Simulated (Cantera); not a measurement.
Input: 1 mol HMDSO, 0.81 mol O3, 0.71 mol H2, held at 1330 Pa.

Equilibrium computed with Cantera from the NASA thermochemical tables; the gas is ideal and each condensed phase is pure. Candidate condensed phases: C, C6H6, C7H8, C8H18, H2O, Si, SiC, SiO2; 123 gas species. The feed counts by its element totals alone. Mutual solubility and eutectic melting of coexisting phases are not modelled. Kinetics and transport are ignored.

**Question.** At 1023 K, list the 3 most abundant gas species with their mole fractions, and the condensed phases.

**Answer.** H2 0.999, CH4 0.000998, CO 2.13e-5. Condensed: C(graphite) + SiC(s) + SiO2(β-quartz).
